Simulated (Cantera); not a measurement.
A Cantera script and its output.

```python
import numpy as np
import cantera as ct

surf = ct.Interface("diamond.yaml", "diamond_100")
gas, bulk = surf.adjacent["gas"], surf.adjacent["diamond"]
k = surf.kinetics_species_index(bulk.species_names[0])
cover = ["c6HH", "c6H*", "c6*H", "c6**", "c6HM", "c6B"]

rows, drift = [], 0.0
print(f"{'T':>10s}{'um/h':>11s}" + "".join(f"{s:>11s}" for s in cover))
for v in [900, 950, 1000, 1050, 1100, 1150, 1200, 1250, 1300, 1350, 1400]:
    T, P, xH, xCH3 = v, 29000, 0.00048, 0.0016
    gas.TPX = T, P, {"H": xH, "CH3": xCH3, "CH4": 0.0071, "H2": 1 - xH - xCH3 - 0.0071}
    surf.TP = bulk.TP = T, P
    surf.coverages = "c6H*:0.1, c6HH:0.9"
    surf.advance_coverages(100.0)
    before = surf.coverages
    surf.advance_coverages(100.0)
    drift = max(drift, np.max(np.abs(surf.coverages - before) / (surf.coverages + 1e-9)))
    rate = surf.net_production_rates[k] * bulk.mean_molecular_weight / bulk.density * 3.6e9
    rows.append([rate, *surf[cover].coverages])
    print(f"{v:10.4g}{rate:11.4e}" + "".join(f"{x:11.3e}" for x in rows[-1][1:]))
```

Output:

```
         T       um/h       c6HH       c6H*       c6*H       c6**       c6HM        c6B
       900 3.0780e+01  1.819e-01  2.581e-03  7.212e-02  5.725e-04  5.977e-01  8.352e-08
       950 4.5738e+01  1.995e-01  4.041e-03  9.578e-02  9.941e-04  5.372e-01  1.241e-07
      1000 6.3532e+01  2.198e-01  6.095e-03  1.246e-01  1.639e-03  4.735e-01  1.724e-07
      1050 8.0980e+01  2.499e-01  9.180e-03  1.642e-01  2.655e-03  3.986e-01  2.197e-07
      1100 8.9856e+01  2.994e-01  1.419e-02  2.247e-01  4.343e-03  3.006e-01  2.438e-07
      1150 8.0810e+01  3.647e-01  2.164e-02  3.065e-01  6.889e-03  1.849e-01  2.193e-07
      1200 5.9475e+01  4.185e-01  2.987e-02  3.821e-01  9.734e-03  8.926e-02  1.614e-07
      1250 4.1520e+01  4.457e-01  3.671e-02  4.275e-01  1.207e-02  3.651e-02  1.127e-07
      1300 3.1792e+01  4.567e-01  4.182e-02  4.467e-01  1.376e-02  1.401e-02  8.627e-08
      1350 2.6645e+01  4.635e-01  4.575e-02  4.509e-01  1.505e-02  5.339e-03  7.230e-08
      1400 2.1558e+01  4.716e-01  4.892e-02  4.475e-01  1.619e-02  2.065e-03  5.850e-08
```

Computed with Cantera and the Harris–Goodwin 1993 mechanism for the reconstructed diamond (100) surface.
